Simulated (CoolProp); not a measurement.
Values from CoolProp's reference Helmholtz-energy equation of state, Lemmon 2006. It is a short technical equation, of lower accuracy than the large ones.

Problem. For CH3F (R41), give the phase and the cp (kJ/(kg K)) at 66.15 °C and 0.0409 MPa; 30.75 °C and 0.381 MPa.

Solution. 
- 66.15 °C and 0.0409 MPa: gas; cp 1.18
- 30.75 °C and 0.381 MPa: gas; cp 1.17
